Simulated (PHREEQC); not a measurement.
0.15 g of hydrous ferric oxide (600 m²/g; 0.2 weak and 0.005 strong sites per Fe, Dzombak-Morel constants, diffuse double layer) in 1 kg of water with 0.001 mol/kgw of an inert sodium salt and 5.2e-06 mol Na2SeO4, at 25 °C; the pH is set by adding NaOH or the inert anion's acid. Oxygen is held at 0.21 atm. No CO2 enters from the air. No solid was allowed to form.

The series has 13 steps of pH, from 3 to 9.

Equilibrium calculation in PHREEQC: ion-association model, wateq4f.dat.

Task: Near which pH is half of the Se sorbed, and on which side is more sorbed?

Result: Near pH 6.6, with more sorbed at lower pH.

Species that the database lacks are ignored. The oxide is taken as insoluble; below pH 4 it would dissolve.
